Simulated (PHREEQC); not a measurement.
Synthetic water in mmol/kgw, 20 °C, pH 6.49, pe 8:

| constituent | mmol/kgw |
|---|---|
| Na | 0.606 |
| K | 1.05e-05 |
| Ca | 0.0967 |
| Mg | 0.0219 |
| Cl | 0.156 |
| S(6) | 0.11 |
| Alkalinity (meq/kgw) | 0.461 |
| F | 0.00258 |
| N(5) | 0.000548 |
| O(0) (counted as O atoms) | 0.000559 |
| Cd | 0.00147 |

Valence states are taken as typed.

Equilibrium calculation in PHREEQC: ion-association model, phreeqc.dat.

This is a speciation only: nothing precipitates in the calculation.

**Question.** What charge-balance error does the model give?

**Answer.** charge-balance error 0.4 %.

**Question.** In which forms is C present?

**Answer.** HCO3- 57 %, CO2 43 % of the C.

Complexes and solids missing from the database can't appear.
